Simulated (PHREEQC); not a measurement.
A solution holds 0.0044 mol Cu(NO3)2 and 0.00012 mol H3BO3 per kg of water, at 20 °C. Closed to the air; pH follows from the charge balance.

The numbers come from PHREEQC with the ion-association model, wateq4f.dat.

```json
{
  "pH": "5.00",
  "ionic_strength": "0.0132 mol/kgw"
}
```

```csv
species,molality,activity,log γ
NO3-,0.00880,0.00780,-0.052
Cu+2,0.00439,0.00284,-0.190
H3BO3,0.000120,0.000120,0.001
H+,1.11e-5,1.00e-5,-0.043
Cu2(OH)2+2,3.36e-6,2.12e-6,-0.200
CuOH+,3.18e-6,2.83e-6,-0.050
Cu(OH)2,5.88e-7,5.90e-7,0.001
H2BO3-,7.12e-9,6.30e-9,-0.053
```

No solid was allowed to form. Complexes and solids missing from the database can't appear.
